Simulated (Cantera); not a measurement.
Input: 1 mol CH3SiCl3, 0.12 mol C2H2, 1.6 mol H2, equilibrated at 2.50 mbar.

Cantera equilibrium calculation (NASA polynomials, part measured and part estimated; ideal gas, pure solids and liquids). Candidate condensed phases: C, C6H6, C7H8, C8H18, Si, SiC; 109 gas species. The feed counts by its element totals alone. Gases not in the tables: Si2H6 and higher silanes. Rates play no part.

Problem. What share of the Si ends up in condensed phases as a function of T (°C), at 1550, 1650, 1750, 1850, 1950, 2050, 2150, 2250?

Solution. 
```json
[
 {"T (°C)": "1550", "Si condensed (%)": "74.8", "as": "SiC(s)"},
 {"T (°C)": "1650", "Si condensed (%)": "69.9", "as": "SiC(s)"},
 {"T (°C)": "1750", "Si condensed (%)": "64.9", "as": "SiC(s)"},
 {"T (°C)": "1850", "Si condensed (%)": "58.2", "as": "SiC(s)"},
 {"T (°C)": "1950", "Si condensed (%)": "44.0", "as": "SiC(s)"},
 {"T (°C)": "2050", "Si condensed (%)": "0.0", "as": "-"},
 {"T (°C)": "2150", "Si condensed (%)": "0.0", "as": "-"},
 {"T (°C)": "2250", "Si condensed (%)": "0.0", "as": "-"}
]
```
